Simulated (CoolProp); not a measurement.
Vapour-liquid equilibrium of CHF3 (R23) (1) + propane (2) at -32.65 °C; x and y are mole fractions of (1).

Model: multi-fluid Helmholtz-energy mixture model, Penoncello 2003 and Lemmon 2009; pair parameters Bell 2016, in CoolProp.

```json
[
 {"x": "0.05", "bubble pressure, mixture model (MPa)": "0.3394", "bubble pressure, Raoult's law (MPa)": "0.1895", "y, mixture model": "0.552", "y, Raoult's law": "0.243"},
 {"x": "0.15", "bubble pressure, mixture model (MPa)": "0.5995", "bubble pressure, Raoult's law (MPa)": "0.2663", "y, mixture model": "0.750", "y, Raoult's law": "0.518"},
 {"x": "0.25", "bubble pressure, mixture model (MPa)": "0.7429", "bubble pressure, Raoult's law (MPa)": "0.3432", "y, mixture model": "0.803", "y, Raoult's law": "0.670"},
 {"x": "0.35", "bubble pressure, mixture model (MPa)": "0.8139", "bubble pressure, Raoult's law (MPa)": "0.4201", "y, mixture model": "0.825", "y, Raoult's law": "0.766"},
 {"x": "0.45", "bubble pressure, mixture model (MPa)": "0.8472", "bubble pressure, Raoult's law (MPa)": "0.4970", "y, mixture model": "0.835", "y, Raoult's law": "0.833"},
 {"x": "0.55", "bubble pressure, mixture model (MPa)": "0.8652", "bubble pressure, Raoult's law (MPa)": "0.5738", "y, mixture model": "0.842", "y, Raoult's law": "0.882"},
 {"x": "0.65", "bubble pressure, mixture model (MPa)": "0.8805", "bubble pressure, Raoult's law (MPa)": "0.6507", "y, mixture model": "0.850", "y, Raoult's law": "0.919"},
 {"x": "0.75", "bubble pressure, mixture model (MPa)": "0.8986", "bubble pressure, Raoult's law (MPa)": "0.7276", "y, mixture model": "0.863", "y, Raoult's law": "0.948"},
 {"x": "0.85", "bubble pressure, mixture model (MPa)": "0.9182", "bubble pressure, Raoult's law (MPa)": "0.8045", "y, mixture model": "0.890", "y, Raoult's law": "0.972"},
 {"x": "0.95", "bubble pressure, mixture model (MPa)": "0.9280", "bubble pressure, Raoult's law (MPa)": "0.8813", "y, mixture model": "0.948", "y, Raoult's law": "0.991"}
]
```

The largest gap from Raoult's law is +125.1 % in bubble pressure, at x = 0.15. y crosses x between x = 0.85 and 0.95: the model has an azeotrope there.

Pair parameters are fitted to limited data, so mixtures are less certain than the pure fluids. With so large a gap from Raoult's law the liquid may split in two, which this calculation doesn't test in full.
